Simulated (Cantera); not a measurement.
# N2O furnace oxynitridation

An isothermal, constant-pressure homogeneous reactor starts with 38.1 % N₂O, 1.07 % H₂, 60.9 % N₂, at 1300 K and 100000 Pa.

Model: GRI-Mech 3.0 (53 species, 325 reactions), integrated in Cantera. GRI-Mech 3.0 was tuned for natural gas; its chemistry of N2O as a main component is partial and can be far from experiment. The mechanism lacks the step 2 NO + O2 → 2 NO2, which can matter for NO2 below about 1400 K. The temperature is held fixed by assumption; the heat of reaction is taken as removed at once.

| t (s) | x N₂O | x H₂ | x HO₂ | x NO | x O |
|---|---|---|---|---|---|
| 8.00e-6 | 0.381 | 0.0107 | 9.61e-9 | 4.19e-7 | 2.77e-6 |
| 2.69e-5 | 0.380 | 0.0106 | 2.08e-7 | 3.18e-6 | 3.64e-6 |
| 9.05e-5 | 0.380 | 0.0102 | 1.93e-6 | 2.15e-5 | 3.75e-6 |
| 0.000305 | 0.377 | 0.00782 | 3.95e-6 | 0.000110 | 4.84e-6 |
| 0.00102 | 0.371 | 0.00242 | 4.51e-6 | 0.000308 | 6.27e-6 |
| 0.00345 | 0.365 | 0.000193 | 2.60e-6 | 0.000714 | 6.96e-6 |
| 0.0116 | 0.352 | 6.55e-7 | 1.32e-6 | 0.00201 | 6.78e-6 |
| 0.0390 | 0.315 | 9.53e-8 | 5.90e-7 | 0.00601 | 6.40e-6 |
| 0.131 | 0.223 | 7.78e-8 | 2.28e-7 | 0.0156 | 5.54e-6 |
| 0.442 | 0.0846 | 4.99e-8 | 8.95e-8 | 0.0277 | 3.37e-6 |
| 1.49 | 0.00823 | 1.05e-8 | 2.76e-8 | 0.0313 | 6.02e-7 |
| 5.00 | 1.48e-5 | 2.12e-9 | 8.37e-9 | 0.0313 | 6.78e-8 |
x: mole fraction; the columns are a selection and need not sum to one.

Equilibrium at this temperature and pressure: N₂O 2.41e-8, H₂ 1.99e-9, HO₂ 8.98e-9, NO 0.000353, O 7.03e-8 (gas phase only).
